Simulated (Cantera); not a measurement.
A Cantera script and what it prints.

```python
import numpy as np
import cantera as ct

gas_names = """
    H HO2 H2 H2O H2O2 O OH O2 O3 Pb PbO Pb2
""".split()
cond_names = """
    H2O(s) H2O(L) Pb(cr) Pb(L) PbO(rd) PbO(yw) PbO(L) PbO2(s) Pb3O4(s)
""".split()


# ... load() reads the species with a 1 bar reference pressure and builds the phases ...
atoms = {
    'PbO': {'Pb': 1, 'O': 1},
    'H2': {'H': 2},
}
top_T = {'Pb3O4(s)': 820}  # K; cautious upper limits of use, not melting points


# ... equilibrate(T, P, feed) seeds the gas with the atoms and calls Mixture.equilibrate('TP', solver="vcs", rtol=1e-11, max_steps=5000) ...
results = []
feed = {'PbO': 1, 'H2': 85}  # mol
P = 13332.2  # Pa
for T in [500, 650, 800, 950, 1100, 1250, 1400, 1550]:
    mix = equilibrate(T, P, feed)
    results.append((T, P, feed, dict(zip(mix.species_names, mix.species_moles))))
    x = sorted(zip(gas.X, gas.species_names), reverse=True)
    print(f"T = {T:g} K  P = {P:g} Pa  gas = {mix.phase_moles(0):.4g} mol")
    print("   x: " + "  ".join(f"{s} {v:.3e}" for v, s in x if v > 0.0001))
    print("   condensed (mol): " + ("  ".join(f"{mix.phase(i).name} {mix.phase_moles(i):.4g}"
          for i in range(1, mix.n_phases) if mix.phase_moles(i) > 1e-12) or "none"))
```

Output:

```
T = 500 K  P = 13332.2 Pa  gas = 85 mol
   x: H2 9.882e-01  H2O 1.176e-02
   condensed (mol): Pb(cr) 1
T = 650 K  P = 13332.2 Pa  gas = 85 mol
   x: H2 9.882e-01  H2O 1.176e-02
   condensed (mol): Pb(L) 1
T = 800 K  P = 13332.2 Pa  gas = 85 mol
   x: H2 9.882e-01  H2O 1.176e-02
   condensed (mol): Pb(L) 1
T = 950 K  P = 13332.2 Pa  gas = 85 mol
   x: H2 9.882e-01  H2O 1.176e-02
   condensed (mol): Pb(L) 0.9968
T = 1100 K  P = 13332.2 Pa  gas = 85.08 mol
   x: H2 9.873e-01  H2O 1.175e-02  Pb 9.088e-04
   condensed (mol): Pb(L) 0.9227
T = 1250 K  P = 13332.2 Pa  gas = 85.86 mol
   x: H2 9.783e-01  H2O 1.165e-02  Pb 1.003e-02
   condensed (mol): Pb(L) 0.1387
T = 1400 K  P = 13332.2 Pa  gas = 86 mol
   x: H2 9.767e-01  H2O 1.163e-02  Pb 1.163e-02
   condensed (mol): none
T = 1550 K  P = 13332.2 Pa  gas = 86 mol
   x: H2 9.767e-01  H2O 1.163e-02  Pb 1.163e-02
   condensed (mol): none
```

Cantera equilibrium calculation (NASA polynomials, part measured and part estimated; ideal gas, pure solids and liquids).
